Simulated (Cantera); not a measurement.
Thermodynamics of tantalum, niobium, vanadium and zirconium in process gases, feed V + NH3 + N2

A closed system holds: 1 mol V, 14 mol NH3, 0.85 mol N2, equilibrated at 10.0 mbar.

Equilibrium computed with Cantera from the NASA thermochemical tables; the gas is ideal and each condensed phase is pure. Candidate condensed phases: V, VN; 11 gas species. VN: taken at fixed stoichiometry. Condensed phases not in the tables: V2N, N, O or C dissolved in the metal. The numbers say what is thermodynamically allowed, not how fast it happens.

From 1327 °C to 1702 °C the condensed part is VN(s). At 1777 °C the condensed part is V(s).

```json
[
 {"T (°C)": "1327", "x H2": "0.740", "x N2": "0.259", "x H": "0.000468", "x V": "4.34e-9", "x NH3": "1.51e-7", "x VN": "<1e-12", "x N": "3.40e-12", "n VN(s)": "1.00", "n V(s)": "0"},
 {"T (°C)": "1402", "x H2": "0.740", "x N2": "0.259", "x H": "0.000999", "x V": "4.86e-8", "x NH3": "1.25e-7", "x VN": "3.86e-12", "x N": "1.71e-11", "n VN(s)": "1.000", "n V(s)": "0"},
 {"T (°C)": "1477", "x H2": "0.739", "x N2": "0.259", "x H": "0.00200", "x V": "4.40e-7", "x NH3": "1.05e-7", "x VN": "3.51e-11", "x N": "7.45e-11", "n VN(s)": "1.000", "n V(s)": "0"},
 {"T (°C)": "1552", "x H2": "0.737", "x N2": "0.259", "x H": "0.00378", "x V": "3.31e-6", "x NH3": "8.93e-8", "x VN": "2.65e-10", "x N": "2.89e-10", "n VN(s)": "1.000", "n V(s)": "0"},
 {"T (°C)": "1627", "x H2": "0.735", "x N2": "0.258", "x H": "0.00680", "x V": "2.12e-5", "x NH3": "7.67e-8", "x VN": "1.70e-9", "x N": "1.00e-9", "n VN(s)": "0.999", "n V(s)": "0"},
 {"T (°C)": "1702", "x H2": "0.730", "x N2": "0.258", "x H": "0.0117", "x V": "0.000117", "x NH3": "6.64e-8", "x VN": "9.42e-9", "x N": "3.18e-9", "n VN(s)": "0.997", "n V(s)": "0"},
 {"T (°C)": "1777", "x H2": "0.711", "x N2": "0.269", "x H": "0.0191", "x V": "0.000482", "x NH3": "5.76e-8", "x VN": "3.96e-8", "x N": "9.47e-9", "n VN(s)": "0", "n V(s)": "0.986"}
]
```
x: gas mole fraction; n: condensed amount in mol.
